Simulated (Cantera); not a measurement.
## Nb2O5 + H2 (hydrogen reduction and annealing atmospheres)

A closed system holds: 1 mol Nb2O5, a varied amount of H2, at 1000 K and 0.270 bar.

Cantera equilibrium calculation (NASA polynomials, part measured and part estimated; ideal gas, pure solids and liquids). Candidate condensed phases: H2O, Nb, NbO, NbO2, Nb2O5; 12 gas species. Condensed phases not in the tables: the oxides between NbO2 and Nb2O5. Rates play no part.

| n(H2) (mol) | x H2 | x H2O | x H | n NbO2(s) | n Nb2O5(s) |
|---|---|---|---|---|---|
| 7.3 | 0.995 | 0.00539 | 4.36e-9 | 0.0788 | 0.961 |
| 13 | 0.995 | 0.00539 | 4.36e-9 | 0.140 | 0.930 |
| 23 | 0.995 | 0.00539 | 4.36e-9 | 0.248 | 0.876 |
| 41 | 0.995 | 0.00539 | 4.36e-9 | 0.442 | 0.779 |
| 73 | 0.995 | 0.00539 | 4.36e-9 | 0.788 | 0.606 |
| 130 | 0.995 | 0.00539 | 4.36e-9 | 1.40 | 0.299 |
| 230 | 0.996 | 0.00435 | 4.36e-9 | 2.00 | 0 |
x: gas mole fraction; n: condensed amount in mol.

From 7.3 mol H2 to 130 mol H2 the condensed part is NbO2(s) + Nb2O5(s). At 230 mol H2 the condensed part is NbO2(s).
